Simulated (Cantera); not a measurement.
A closed system holds: 1 mol B, 7.6 mol H2O, equilibrated at 2025 K and 0.0150 bar.

Equilibrium computed with Cantera from the NASA thermochemical tables; the gas is ideal and each condensed phase is pure. Candidate condensed phases: B, B2O3, B3O3H3, H2O; 23 gas species. Rates play no part.

Base state: H2O 0.687, H2 0.183, HBO2 0.118, H 0.00671, OH 0.00264, B2O3 0.00219, BO2 0.000546, HBO 0.000189 (mole fractions); condensed: gas only.

What changes in the equilibrium state with this change: pressure from 0.0150 bar to 0.000750 bar?


| species | before | after |
|---|---|---|
| H2O | 0.687 | 0.659 |
| H2 | 0.183 | 0.178 |
| HBO2 | 0.118 | 0.113 |
| H | 0.00671 | 0.0296 |
| OH | 0.00264 | 0.0115 |
| O | 7.06e-5 | 0.00139 |
| O2 | 0.000114 | 0.00221 |
| BO | 9.85e-5 | 0.000436 |
